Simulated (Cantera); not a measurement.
MgO + H₂ (sublimation and decomposition of ceramics)

Input: 1 mol MgO, a varied amount of H₂, held at 0.100 bar.

Cantera equilibrium calculation (NASA polynomials, part measured and part estimated; ideal gas, pure solids and liquids). Candidate condensed phases: H₂O, Mg, MgO, Mg(OH)₂; 15 gas species. The numbers say what is thermodynamically allowed, not how fast it happens.

Q: Map the stable condensed phases over T = 2173, 2248, 2323, 2398, 2473, 2548, 2623, 2698, 2773, 2848 K and n(H₂) in mol = 0.032, 0.049, 0.078, 0.12, 0.19, 0.3, 0.47, 0.74, 1.2, 1.8, 2.8.

A: 
```
T in K \ n(H₂) in mol
         0.032 0.049 0.078  0.12  0.19   0.3  0.47  0.74   1.2   1.8   2.8
   2848      A     A     A     A     A     A     A     A     B     B     B
   2773      A     A     A     A     A     A     A     A     A     B     B
   2698      A     A     A     A     A     A     A     A     A     A     B
   2623      A     A     A     A     A     A     A     A     A     A     A
   2548      A     A     A     A     A     A     A     A     A     A     A
   2473      A     A     A     A     A     A     A     A     A     A     A
   2398      A     A     A     A     A     A     A     A     A     A     A
   2323      A     A     A     A     A     A     A     A     A     A     A
   2248      A     A     A     A     A     A     A     A     A     A     A
   2173      A     A     A     A     A     A     A     A     A     A     A
```
A: MgO; B: gas only.
